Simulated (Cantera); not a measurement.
Input: 1 mol Si2H6, 0.18 mol N2O, 0.91 mol CO2, equilibrated at 525 K and 56.3 Torr.

Cantera equilibrium calculation (NASA polynomials, part measured and part estimated; ideal gas, pure solids and liquids). The feed counts by its element totals alone. The numbers say what is thermodynamically allowed, not how fast it happens.

```csv
species,before,after
CO2,<1e-9,0.774
H2O,<1e-9,0.200
N2,<1e-9,0.0130
H2,0.936,0.00791
CH4,0.0638,0.00465
CO,<1e-9,0.000352
"SiC(s), mol",0.730,0
"SiO2(α-quartz), mol",0.910,2.00
"Si2N2O(s), mol",0.180,0
"C(graphite), mol",0,3.22
```
Gas species are given as mole fractions.

What was changed between the two runs?
(A) CO2 from 0.91 to 14 mol
(B) Si2H6 replaced by SiH4
(C) temperature from 525 K to 1948 K
(D) Si2H6 replaced by TEOS

A, CO2 from 0.91 to 14 mol
